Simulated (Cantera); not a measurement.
Cantera with NASA thermochemical tables; ideal gases at 1 bar, condensed phases pure. Values are per mole of reaction as written; species without (g) are pure solids or liquids, kept so even where they would boil at 1 bar.

2 BN + 3 F2(g) ⇌ 2 BF3(g) + N2(g)

```tsv
T (K)	ΔH° (kJ)	ΔS° (J/K)	ΔG° (kJ)	log10 K
300	?	?	?	?
1950	-1794.1	38.5	-1869.1	50.07
2000	?	?	?	?
2050	-1795.9	37.6	-1872.9	47.72
2100	-1796.8	37.2	-1874.8	46.63
2150	?	?	?	?
2200	-1798.4	36.4	-1878.5	44.60
2250	-1799.3	36.0	-1880.3	43.65
2300	-1800.1	35.7	-1882.1	42.74
2350	-1800.9	35.3	-1883.8	41.87
2400	?	?	?	?
```

Question: Some entries are withheld; supply them.

Answer: 
- 300, ΔH° (kJ): -1769.5
- 300, ΔS° (J/K): 62.4
- 300, ΔG° (kJ): -1788.2
- 300, log10 K: 311.34
- 2000, ΔH° (kJ): -1795.0
- 2000, ΔS° (J/K): 38.0
- 2000, ΔG° (kJ): -1871.0
- 2000, log10 K: 48.87
- 2150, ΔH° (kJ): -1797.6
- 2150, ΔS° (J/K): 36.8
- 2150, ΔG° (kJ): -1876.6
- 2150, log10 K: 45.59
- 2400, ΔH° (kJ): -1801.6
- 2400, ΔS° (J/K): 35.0
- 2400, ΔG° (kJ): -1885.6
- 2400, log10 K: 41.04
